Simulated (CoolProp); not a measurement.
n-pentane along the isobar 7.81 bar: fugacity coefficient from the reference equation and from simpler models built on Tc = 469.7 K, pc = 33.68 bar, ω = 0.251; each cubic takes its own stable root.

Model: reference Helmholtz-energy equation of state, Thol 2019, in CoolProp.

| T (K) | phase | reference | van der Waals | Redlich-Kwong | Soave-Redlich-Kwong | Peng-Robinson |
|---|---|---|---|---|---|---|
| 279.5 | liquid | 0.04221 | 0.3416 | 0.08191 | 0.04178 | 0.04256 |
| 297.8 | liquid | 0.08648 | 0.4734 | 0.1527 | 0.08631 | 0.08678 |
| 316 | liquid | 0.1593 | 0.6287 | 0.2579 | 0.1602 | 0.1595 |
| 334.3 | liquid | 0.2705 | 0.8079 | 0.4041 | 0.2737 | 0.2706 |
| 352.5 | liquid | 0.4266 | 0.8647 | 0.5923 | 0.4336 | 0.4266 |
| 370.8 | liquid | 0.6349 | 0.8798 | 0.8238 | 0.6470 | 0.6346 |
| 389 | gas | 0.8506 | 0.8925 | 0.8670 | 0.8578 | 0.8489 |
| 407.3 | gas | 0.8725 | 0.9036 | 0.8831 | 0.8766 | 0.8679 |
| 425.5 | gas | 0.8902 | 0.9131 | 0.8966 | 0.8925 | 0.8839 |
| 443.8 | gas | 0.9048 | 0.9214 | 0.9083 | 0.9061 | 0.8976 |

At some of these states van der Waals gives the other phase, because its saturation line lies elsewhere.
